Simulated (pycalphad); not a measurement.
Source of the numbers: pycalphad with the COST 507 light-alloy database (1999); pressure 1 atm. The database dates from 1999; later assessments differ in places, in temperatures and in the compounds included. Phase fractions are per mole of atoms. Diffusion is slow at the low end, where real alloys seldom reach equilibrium.

Give the equilibrium state of Al-0.12Fe-0.27Si (at.%) at 227 °C.


```
T = 500.00 K, P = 101325 Pa, N = 1 mol of atoms
G = -15705 J/mol, H = 5053 J/mol, S = 41.52 J/(mol K)  (SER reference)
chemical potentials (J/mol): Al -15579, Fe -131852, Si -10615
phase             fraction      x(Al)      x(Fe)      x(Si)
FCC_A1              0.9906     0.9999    1.3e-08   0.000131
ALFESI_BETA         0.0080     0.7000     0.1500     0.1500
DIAMOND_A4          0.0014   1.22e-11       none     1.0000
```

Give the equilibrium state of Al-0.12Fe-0.27Si (at.%) at 627 °C.

fcc, fraction 0.996, with 0.02 Fe, 0.27 Si at.%; AL13FE4, fraction 0.004, with 23.7 Fe, 0.23 Si at.%.

Database names, with the compositions (at.%) that they take in these runs: AL13FE4: Al 76 Fe 24; ALFESI_BETA: Al 70 Fe 15 Si 15. FCC_A1 is fcc; DIAMOND_A4 is diamond (Si). An entry "none" or "no" means that the model of the phase leaves that element out.
